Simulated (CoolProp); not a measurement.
R1234yf along the isotherm 136.85 °C: density (kg/m³) from the reference equation and from simpler models built on Tc = 94.7 °C, pc = 3.384 MPa, ω = 0.276; each cubic takes its own stable root.

Model: reference Helmholtz-energy equation of state, Lemmon 2022, in CoolProp.

| p (MPa) | phase | reference |
|---|---|---|
| 3.08 | gas | 137.0 |
| 6.15 | supercritical | 451.3 |
| 9.23 | supercritical | 689.3 |
| 12.3 | supercritical | 779.7 |
| 15.4 | supercritical | 835.6 |
| 18.5 | supercritical | 876.4 |
| 21.5 | supercritical | 907.8 |
| 24.6 | supercritical | 934.8 |
| 27.7 | supercritical | 958.0 |
| 30.8 | supercritical | 978.3 |
| 33.8 | supercritical | 995.8 |

Problem. How far does each simpler model (Redlich-Kwong, Soave-Redlich-Kwong, Peng-Robinson) lie from the reference over these 11 states: mean and median of the absolute difference, and the worst?

Solution. 
- Redlich-Kwong: mean 5.8 %, median 6.2 %, worst -9.2 % at 136.85 °C and 9.23 MPa
- Soave-Redlich-Kwong: mean 9.1 %, median 8.8 %, worst -15.0 % at 136.85 °C and 9.23 MPa
- Peng-Robinson: mean 3.1 %, median 2.3 %, worst -7.6 % at 136.85 °C and 9.23 MPa
